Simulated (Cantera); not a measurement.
A Cantera script and its output.

```python
import numpy as np
import cantera as ct

gas = ct.Solution("gri30.yaml")
gas.TPX = 1975, 1333, {'C2H4': 1, 'H2': 18}
reactor = ct.IdealGasConstPressureReactor(gas, energy="off", clone=False)
net = ct.ReactorNet([reactor])
net.rtol, net.atol = 1e-08, 1e-18
show = ['C2H4', 'H2', 'H', 'C2H6', 'CH4', 'C2H2']
times = np.geomspace(1e-05, 20, 13)

steps = ct.SolutionArray(gas, extra=["t"])
rows = []
print(f"{'t/s':>10s}{'T/K':>9s}{'P/Pa':>11s}" + "".join(f"{s:>11s}" for s in show))
for t in times:
    while net.time < t:
        t_next = net.step()
        steps.append(gas.state, t=t_next)
    rows.append([np.interp(t, steps.t, y) for y in (steps.T, steps.P, *steps(*show).X.T)])
    print(f"{t:10.3e}{rows[-1][0]:9.1f}{rows[-1][1]:11.4g}" + "".join(f"{x:11.3e}" for x in rows[-1][2:]))
rate = np.gradient(steps.T, steps.t)
print("integrator steps:", len(steps.t))
if steps.T.max() > steps.T[0] + 200:
    print(f"time of steepest temperature rise: {steps.t[rate.argmax()]:.4e} s")
gas.TPX = 1975, 1333, {'C2H4': 1, 'H2': 18}
gas.equilibrate("TP")
print(f"equilibrium (TP): T = {gas.T:.1f} K  " + "  ".join(f"{s} {gas[s].X[0]:.3e}" for s in show))
```

Result:

```
       t/s      T/K       P/Pa       C2H4         H2          H       C2H6        CH4       C2H2
 1.000e-05   1975.0       1333  5.246e-02  9.474e-01  1.004e-06  7.587e-10  1.839e-11  1.625e-04
 3.350e-05   1975.0       1333  5.206e-02  9.474e-01  3.695e-06  4.669e-09  7.242e-10  5.432e-04
 1.122e-04   1975.0       1333  5.073e-02  9.475e-01  1.270e-05  1.372e-08  2.039e-08  1.806e-03
 3.761e-04   1975.0       1333  4.642e-02  9.476e-01  4.204e-05  1.824e-08  2.318e-07  5.890e-03
 1.260e-03   1975.0       1333  3.383e-02  9.482e-01  1.274e-04  1.616e-08  1.582e-06  1.784e-02
 4.221e-03   1975.0       1333  1.020e-02  9.492e-01  2.868e-04  6.321e-09  6.397e-06  4.029e-02
 1.414e-02   1975.0       1333  1.050e-04  9.494e-01  5.617e-04  8.618e-11  9.365e-06  4.988e-02
 4.738e-02   1975.0       1333  1.334e-05  9.486e-01  1.471e-03  1.638e-11  9.435e-06  4.994e-02
 1.587e-01   1975.0       1333  7.926e-06  9.459e-01  4.207e-03  1.301e-11  1.010e-05  4.988e-02
 5.318e-01   1975.0       1333  5.313e-06  9.408e-01  9.437e-03  9.770e-12  1.504e-05  4.974e-02
 1.782e+00   1975.0       1333  4.799e-06  9.387e-01  1.155e-02  1.934e-11  3.303e-05  4.968e-02
 5.970e+00   1975.0       1333  4.795e-06  9.387e-01  1.157e-02  3.314e-11  4.736e-05  4.967e-02
 2.000e+01   1975.0       1333  4.795e-06  9.387e-01  1.157e-02  3.366e-11  4.782e-05  4.967e-02
integrator steps: 1053
equilibrium (TP): T = 1975.0 K  C2H4 4.795e-06  H2 9.387e-01  H 1.157e-02  C2H6 3.373e-11  CH4 4.788e-05  C2H2 4.967e-02
```

Model: GRI-Mech 3.0 (53 species, 325 reactions), integrated in Cantera. GRI-Mech 3.0 was tuned for natural gas; its chemistry of ethylene as a main component is partial and can be far from experiment. GRI-Mech 3.0 stops at C3 and has no aromatics, soot or wall deposition, so with more carbon than oxygen in the feed, carbon stays in small species such as C2H2 where larger ones or solid carbon would form. Radical loss at walls, strong at low pressure, is not modelled.
